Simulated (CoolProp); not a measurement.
A single-stage vapour-compression cycle with the fluid: evaporating at 306.15 K (dew point), condensing at 374.15 K (bubble point), superheat 10 K, subcooling 2 K, compressor efficiency 0.7, no pressure losses. The same conditions are run with several fluids, on thermodynamics alone (safety and materials aside).

Model: reference Helmholtz-energy equation of state of each fluid (propyne: Polt 1992; R245fa: Akasaka 2015; R1336mzz(E): Akasaka 2023; R113: Marx 1992; R141b: Lemmon 2006; tetrahydrofuran: Fiedler 2023), in CoolProp. The equations of Platzer and Polt are older, rougher fits.

| fluid | cooling COP | pressure ratio | discharge temperature (K) | refrigerating effect (kJ/kg) | volumetric capacity (kJ/m³) |
|---|---|---|---|---|---|
| propyne | 2.09 | 4.67 | 416.2 | 280 | 3500 |
| R245fa | 2.05 | … | 383.8 | 101 | 1080 |
| R1336mzz(E) | 1.70 | 6.02 | 379.1 | 60.3 | 1040 |
| R113 | 2.30 | 7.35 | … | 92.1 | 409 |
| R141b | 2.43 | … | 398.8 | 149 | 722 |
| tetrahydrofuran | 2.60 | 9.19 | 413.7 | 327 | 275 |

**Question.** Fill in the missing entries.

**Answer.** 
- R245fa, pressure ratio: 6.54
- R113, discharge temperature (K): 380.7
- R141b, pressure ratio: 6.61
